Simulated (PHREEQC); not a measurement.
Make-up at 40 °C: 0.16 mol/kgw HF and 0.0034 mol/kgw Na2B4O7. Closed to the air; pH follows from the charge balance.

All values are PHREEQC results (ion-association model, phreeqc.dat), not measurements.

```tsv
quantity	before	after
pH	1.92	1.92
ionic strength (mol/kgw)	0.0203	0.0481
HF (mol/kgw)	0.0970	0.0963
F- (mol/kgw)	0.00476	0.00500
HF2- (mol/kgw)	0.00194	0.00202
BF3OH- (mol/kgw)	6.86e-5	0.000162
```

Question: Which change was made?
A. 0.0021 mol/kgw Li2SO4 added
B. HF from 0.16 to 0.08 mol/kgw
C. 0.0093 mol/kgw Cu(BF4)2 added
D. diluted 2-fold with water

Answer: C, 0.0093 mol/kgw Cu(BF4)2 added

This is a speciation only: nothing precipitates in the calculation. At this temperature some constants are extrapolated from 25 °C, and those without enthalpy data are left unchanged. Real BF4- forms and hydrolyses slowly; the run takes it at equilibrium.
